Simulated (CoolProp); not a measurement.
Aqueous sodium chloride as a coolant, at 3 °C, 1 atm.

Values from CoolProp's Melinder's fits for secondary coolants.

| mass % | freezing point (°C) | conductivity (W/(m K)) | cp (kJ/(kg K)) | Prandtl number | density (kg/m³) |
|---|---|---|---|---|---|
| 5.8 | -3.6 | 0.563 | 3.875 | 12.0 | 1044 |
| 7.8 | -4.9 | 0.562 | 3.783 | 12.2 | 1059 |
| 9.8 | -6.4 | 0.561 | 3.702 | 12.4 | 1074 |
| 11.8 | -8.0 | 0.559 | 3.628 | 12.7 | 1090 |
| 13.9 | -9.9 | 0.558 | 3.559 | 13.2 | 1106 |
| 15.9 | -11.8 | 0.556 | 3.498 | 13.7 | 1122 |
| 17.9 | -14.0 | 0.554 | 3.443 | 14.3 | 1138 |
| 19.9 | -16.3 | 0.552 | 3.391 | 15.0 | 1155 |
| 21.9 | -19.0 | 0.550 | 3.342 | 15.8 | 1171 |
